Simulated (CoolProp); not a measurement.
p-xylene along the isotherm 513.6 K: fugacity coefficient from the reference equation and from simpler models built on Tc = 616.2 K, pc = 3.532 MPa, ω = 0.324; each cubic takes its own stable root.

Model: reference Helmholtz-energy equation of state, Zhou 2012, in CoolProp.

```csv
p (MPa),phase,reference,van der Waals,Soave-Redlich-Kwong,Peng-Robinson
0.0279,gas,0.9945,0.9964,0.9951,0.9947
0.0573,gas,0.9888,0.9926,0.9900,0.9892
0.118,gas,0.9770,0.9847,0.9793,0.9779
0.242,gas,0.9528,0.9687,0.9577,0.9547
0.496,gas,0.9035,0.9359,0.9136,0.9079
1.02,liquid,0.6993,0.8680,0.7289,0.7127
2.09,liquid,0.3558,0.6339,0.3736,0.3632
4.3,liquid,0.1883,0.3563,0.2006,0.1927
8.83,liquid,0.1088,0.2298,0.1189,0.1118
```

At some of these states van der Waals gives the other phase, because its saturation line lies elsewhere.
